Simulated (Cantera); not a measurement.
A perfectly stirred reactor is fed with 0.105 % CO, 0.952 % O₂, 3.71 % H₂O, 95.2 % N₂, equivalence ratio 0.055, at 0.132 atm; it is held at 1500 K, and followed from long to short residence time.

Cantera simulation using GRI-Mech 3.0 (53 species, 325 reactions); the numbers are that mechanism's predictions, not measurements.

One state of this run: x CO = 5.69e-5; x O₂ = 0.00900; x H₂O = 0.0369; x NO = 7.78e-8; x HO₂ = 1.12e-7; x H = 3.05e-5; x H₂ = 0.000118. x: mole fraction; the columns are a selection and need not sum to one.

Which value of τ (s) does it belong to?
A) 0.037
B) 0.42
C) 2.2
D) 0.19

D, 0.19
